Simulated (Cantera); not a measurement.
A perfectly stirred reactor is fed with CH4 : H2O : H2 = 1 : 0.35 : 0.56 (molar parts), at 0.132 atm; it is held at 1223 K, and followed from long to short residence time.

Cantera simulation using GRI-Mech 3.0 (53 species, 325 reactions); the numbers are that mechanism's predictions, not measurements. GRI-Mech 3.0 stops at C3 and has no aromatics, soot or wall deposition, so with more carbon than oxygen in the feed, carbon stays in small species such as C2H2 where larger ones or solid carbon would form.

Task: What does this change do: temperature 1223 to 1500 K?

Result: 
| quantity | before | after |
|---|---|---|
| x(CH4) at τ = 0.540 s | 0.523 | 0.403 |
| x(H2O) at τ = 0.540 s | 0.183 | 0.169 |
| x(H2) at τ = 0.540 s | 0.293 | 0.388 |
| x(H) at τ = 0.540 s | 1.19e-7 | 1.47e-5 |
| x(CO2) at τ = 0.540 s | <1e-12 | 1.34e-5 |
| x(CH4) at τ = 29.0 ms | 0.524 | 0.515 |
| x(H2O) at τ = 29.0 ms | 0.183 | 0.183 |
| x(H2) at τ = 29.0 ms | 0.293 | 0.299 |
| x(H) at τ = 29.0 ms | 6.08e-8 | 1.03e-5 |
| x(CO2) at τ = 29.0 ms | <1e-12 | 1.18e-8 |
